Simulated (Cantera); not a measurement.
## Reactions in the system Cr-N-O

Source: NASA polynomial tables (part measured, part estimated), evaluated in Cantera. Values are per mole of reaction as written; species without (g) are pure solids or liquids, kept so even where they would boil at 1 bar.

N2(g) + 4 CrO3(g) ⇌ 2 Cr2N + 6 O2(g)

| T (K) | ΔH° (kJ) | ΔS° (J/K) | ΔG° (kJ) | log10 K |
|---|---|---|---|---|
| 300 | 920.6 | 104.7 | 889.2 | -154.81 |
| 825 | 939.7 | 143.3 | 821.4 | -52.01 |
| 875 | 941.5 | 145.4 | 814.2 | -48.61 |
| 925 | 943.4 | 147.6 | 806.9 | -45.56 |
| 975 | 945.4 | 149.7 | 799.5 | -42.83 |
| 1025 | 947.5 | 151.8 | 791.9 | -40.36 |
| 1075 | 949.8 | 153.9 | 784.3 | -38.11 |
| 1125 | 952.1 | 156.1 | 776.5 | -36.05 |
| 1175 | 954.6 | 158.2 | 768.7 | -34.17 |
| 1225 | 957.2 | 160.4 | 760.7 | -32.44 |
| 1275 | 960.0 | 162.6 | 752.6 | -30.83 |
| 1325 | 962.8 | 164.8 | 744.5 | -29.35 |
